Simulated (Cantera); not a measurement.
Charge: 1 mol Fe₂O₃, 1900 mol H₂, 8.3 mol H₂O, held at 2780 Torr.

Cantera equilibrium calculation (NASA polynomials, part measured and part estimated; ideal gas, pure solids and liquids). Candidate condensed phases: Fe, FeO, Fe(OH)₂, Fe(OH)₃, Fe₂O₃, Fe₃O₄, H₂O; 12 gas species. Kinetics and transport are ignored.

Q: Which condensed phases are stable at each of these points (T (K)): 1398, 1448, 1498, 1548, 1598, 1648, 1698, 1748, 1798, 1848, 1898, 1948, 1998?

A: 
| T (K) | condensed phases | Fe condensed (%) |
|---|---|---|
| 1398 | Fe(γ) | 100.0 |
| 1448 | Fe(γ) | 100.0 |
| 1498 | Fe(γ) | 100.0 |
| 1548 | Fe(γ) | 100.0 |
| 1598 | Fe(γ) | 100.0 |
| 1648 | Fe(γ) | 99.9 |
| 1698 | Fe(δ) | 99.8 |
| 1748 | Fe(δ) | 99.7 |
| 1798 | Fe(δ) | 99.3 |
| 1848 | Fe(l) | 98.5 |
| 1898 | Fe(l) | 97.2 |
| 1948 | Fe(l) | 94.8 |
| 1998 | Fe(l) | 90.8 |

From 1398 K to 1648 K the condensed part is Fe(γ). From 1698 K to 1798 K the condensed part is Fe(δ). From 1848 K to 1998 K the condensed part is Fe(l).
